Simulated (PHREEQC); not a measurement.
Dissolve 1.5 mmol/kgw H2SO4, 0.1 mmol/kgw CaCl2 and 1.6 mmol/kgw TMAH at 20 °C. Closed to the air; pH follows from the charge balance.

Computed with PHREEQC (ion-association model, wateq4f.dat).

No solid was allowed to form.

What pH does the model give?

pH 2.92.

In which forms is Ca present?

Ca+2 87 %, CaSO4 13 % of the Ca.

(CH3)4N+ isn't in the database: it is added as a free cation with an ion size of 4 Å.
